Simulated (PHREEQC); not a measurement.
Consider water at 85 °C with 160 mmol/kgw CuSO4, 8.1 mmol/kgw HCl and 2.3 mmol/kgw Na2SO4. Closed to the air; pH follows from the charge balance.

The numbers come from PHREEQC with the ion-association model, phreeqc.dat.

```csv
quantity,before,after
pH,3.15,3.30
ionic strength (mol/kgw),0.313,0.167
CuSO4 (mol/kgw),0.0802,0.0377
Cu+2 (mol/kgw),0.0767,0.0411
SO4-2 (mol/kgw),0.0744,0.0398
HSO4- (mol/kgw),0.00721,0.00344
SI of Halite (NaCl),-6.63,-7.11
```

Task: Name the change that produced these shifts.
A. CuSO4 from 0.16 to 0.24 mol/kgw
B. Na2SO4 from 0.0023 to 0.00046 mol/kgw
C. Na2SO4 replaced by NaBF4 at the same molality
D. CuSO4 from 0.16 to 0.08 mol/kgw
E. diluted 2-fold with water

Result: E, diluted 2-fold with water

This is a speciation only: nothing precipitates in the calculation. At this temperature some constants are extrapolated from 25 °C, and those without enthalpy data are left unchanged.
